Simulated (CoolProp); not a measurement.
Vapour-liquid equilibrium of hydrogen sulfide (1) + n-heptane (2) at 132 kPa; x and y are mole fractions of (1).

Model: multi-fluid Helmholtz-energy mixture model, Lemmon 2006 and Span 2003; pair parameters Kunz 2012, in CoolProp.

| x | bubble temperature (K) | y at the bubble point | dew temperature at overall composition x (K) | liquid density (mol/L) |
|---|---|---|---|---|
| 0.05 | 294.0 | 0.963 | 378.9 | … |
| 0.15 | 245.5 | 0.998 | 374.8 | 7.945 |
| 0.25 | 232.6 | 1.000 | 370.4 | 8.784 |
| 0.35 | 227.3 | 1.000 | 365.6 | 9.779 |
| 0.45 | 224.9 | 1.000 | 360.2 | 11.02 |
| 0.55 | 223.7 | 1.000 | 354.0 | … |
| 0.65 | 222.7 | 1.000 | 346.6 | 14.64 |
| 0.75 | 221.8 | 1.000 | 337.2 | 17.27 |
| 0.85 | 220.7 | 1.000 | 324.2 | 20.68 |
| 0.95 | … | 1.000 | 299.7 | 25.03 |

Complete the blanks.


- 0.05, liquid density (mol/L): 6.999
- 0.55, liquid density (mol/L): 12.60
- 0.95, bubble temperature (K): 219.2

No azeotrope shows between x = 0.05 and 0.95.

The pair parameters rest on a limited set of measurements; away from them the model extrapolates. With so large a gap from Raoult's law the liquid may split in two, which this calculation doesn't test in full.
